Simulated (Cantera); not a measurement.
Cantera run, input and output.

```python
import numpy as np
import cantera as ct

surf = ct.Interface("ptcombust.yaml", "Pt_surf")
gas = surf.adjacent["gas"]
gas.TPX = 300, 2500, {'H2': 0.018, 'O2': 0.079, 'N2': 0.79}
jet = ct.ImpingingJet(gas=gas, width=0.094, surface=surf)
jet.inlet.mdot, jet.inlet.T, jet.inlet.X = 0.022, 300, {'H2': 0.018, 'O2': 0.079, 'N2': 0.79}
jet.set_refine_criteria(ratio=10, slope=0.2, curve=0.3)
show, cover = ['H2', 'O2', 'H2O', 'OH'], ["PT(S)", "H(S)", "O(S)", "OH(S)", "CO(S)", "C(S)"]

rows = []
print(f"{'Ts/K':>7s}" + "".join(f"{s:>11s}" for s in show + cover) + "   (gas at the wall, coverages)")
for i, Ts in enumerate([700, 750, 800, 850, 900, 950]):
    jet.surface.T = Ts
    if i == 0:
        surf.TP = Ts, 2500
        surf.coverages = "PT(S):0.5, O(S):0.5"
        surf.advance_coverages(1.0)
        jet.set_initial_guess(products="inlet")
    jet.solve(loglevel=0, auto=(i == 0))
    rows.append([*(jet.X[gas.species_index(s), -1] for s in show), *surf[cover].coverages])
    print(f"{Ts:7g}" + "".join(f"{x:11.3e}" for x in rows[-1]))
```

Output:

```
   Ts/K         H2         O2        H2O         OH      PT(S)       H(S)       O(S)      OH(S)      CO(S)       C(S)   (gas at the wall, coverages)
    700  2.359e-03  6.998e-02  3.437e-02  2.056e-10  7.829e-02  2.446e-09  9.202e-01  1.558e-03 -6.775e-24 -4.962e-27
    750  1.826e-03  6.945e-02  3.521e-02  1.199e-09  1.085e-01  6.287e-09  8.902e-01  1.321e-03  1.514e-17  5.761e-28
    800  1.327e-03  6.896e-02  3.598e-02  5.276e-09  1.593e-01  1.723e-08  8.396e-01  1.181e-03  3.613e-18  1.057e-26
    850  9.942e-04  6.865e-02  3.645e-02  1.929e-08  2.232e-01  4.273e-08  7.757e-01  1.050e-03  3.162e-21  3.809e-28
    900  7.878e-04  6.847e-02  3.669e-02  6.060e-08  2.940e-01  9.354e-08  7.051e-01  9.194e-04  1.716e-23  4.757e-26
    950  6.548e-04  6.837e-02  3.679e-02  1.679e-07  3.676e-01  1.845e-07  6.316e-01  7.952e-04  8.156e-19  1.550e-25
```

Model: Deutschmann's 1995 Pt surface mechanism with GRI-Mech 3.0 gas chemistry, integrated in Cantera. Catalytic surfaces can have several steady states; this one follows from the mechanism file's or the stated starting coverage.
